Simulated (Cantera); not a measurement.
# Stirred combustor or abatement burner

A perfectly stirred reactor is fed with CH3OH : O2 : N2 : H2O = 1 : 2.17 : 8.17 : 1.5 (molar parts), equivalence ratio 0.69, at 4280 Torr; it is adiabatic with a 775 K inlet, and is followed from long to short residence time, starting on the burning branch (τ in s: 0.07, 0.029, 0.012, 0.005, 0.0021, 0.00086, 0.00036, 0.00015, 6.1e-05).

Model: GRI-Mech 3.0 (53 species, 325 reactions), integrated in Cantera. GRI-Mech 3.0 was tuned for natural gas; its chemistry of methanol as a main component is partial and can be far from experiment.

| τ (s) | T (K) | x CH3OH | x O2 | x H2O | x C2H | x C2H6 | x H2 |
|---|---|---|---|---|---|---|---|
| 0.070 | 2050 | 5.60e-7 | 0.0498 | 0.261 | <1e-12 | <1e-12 | 0.000227 |
| 0.029 | 2049 | 1.30e-6 | 0.0499 | 0.261 | <1e-12 | <1e-12 | 0.000255 |
| 0.012 | 2047 | 2.90e-6 | 0.0500 | 0.261 | <1e-12 | <1e-12 | 0.000316 |
| 0.0050 | 2043 | 6.10e-6 | 0.0501 | 0.260 | <1e-12 | 1.65e-12 | 0.000439 |
| 0.0021 | 2035 | 1.21e-5 | 0.0504 | 0.260 | <1e-12 | 3.55e-12 | 0.000667 |
| 0.00086 | 2020 | 2.33e-5 | 0.0509 | 0.259 | <1e-12 | 6.74e-12 | 0.00108 |
| 0.00036 | 1998 | 4.37e-5 | 0.0520 | 0.257 | <1e-12 | 1.42e-11 | 0.00173 |
| 0.00015 | 1962 | 8.35e-5 | 0.0538 | 0.255 | 1.11e-12 | 4.67e-11 | 0.00271 |
| 6.1e-5 | 1901 | 0.000177 | 0.0575 | 0.252 | 4.05e-12 | 2.99e-10 | 0.00414 |
x: mole fraction; the columns are a selection and need not sum to one.
